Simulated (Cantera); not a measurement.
Mixture: CH₄ : O₂ : N₂ = 1 : 2.99 : 11.2 (molar parts), equivalence ratio 0.67, at 27.6 atm, adiabatic and at constant volume. Ignition delay is the time to a rise of 400 K.

Computed with Cantera and GRI-Mech 3.0 (53 species, 325 reactions). The pressure lies above the range GRI-Mech 3.0 was tuned for (to about 10 atm).

Question: Predict: delay at 1050 K; delay at 1250 K; delay at 1450 K; delay at 1650 K; delay at 1850 K; apparent activation energy between 1750 and 1950 K.

Answer: 
```json
{
 "delay at 1050 K": "10.9 ms",
 "delay at 1250 K": "0.702 ms",
 "delay at 1450 K": "92.8 µs",
 "delay at 1650 K": "17.8 µs",
 "delay at 1850 K": "4.50 µs",
 "apparent activation energy between 1750 and 1950 K": "180 kJ/mol"
}
```
